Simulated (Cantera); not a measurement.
**C2H2 + H2O + N2 (carbon deposition, reforming and gasification)**

Charge: 1 mol C2H2, 1.4 mol H2O, 1.8 mol N2, held at 9.70 bar.

Cantera equilibrium calculation (NASA polynomials, part measured and part estimated; ideal gas, pure solids and liquids). Candidate condensed phases: C, C6H6, C7H8, C8H18, H2O; 136 gas species. Rates play no part.

From 252 °C to 652 °C the condensed part is C(graphite). The main C-bearing gas is CH4 throughout. The share of C in condensed phases is highest at 252 °C (59.4 %) and lowest at 652 °C (54.2 %).

```csv
T (°C),x N2,x H2O,x H2,x CH4,x CO2,x CO,n C(graphite)
252,0.485,0.291,0.00428,0.176,0.0434,7.34e-6,1.19
302,0.484,0.277,0.00976,0.179,0.0500,4.44e-5,1.15
352,0.481,0.263,0.0196,0.180,0.0558,0.000200,1.12
402,0.478,0.249,0.0353,0.176,0.0609,0.000720,1.10
452,0.472,0.234,0.0581,0.168,0.0655,0.00216,1.10
502,0.463,0.217,0.0886,0.156,0.0691,0.00559,1.11
552,0.452,0.197,0.126,0.140,0.0712,0.0128,1.11
602,0.439,0.174,0.169,0.121,0.0708,0.0260,1.11
652,0.423,0.148,0.214,0.101,0.0667,0.0478,1.08
```
x: gas mole fraction; n: condensed amount in mol.
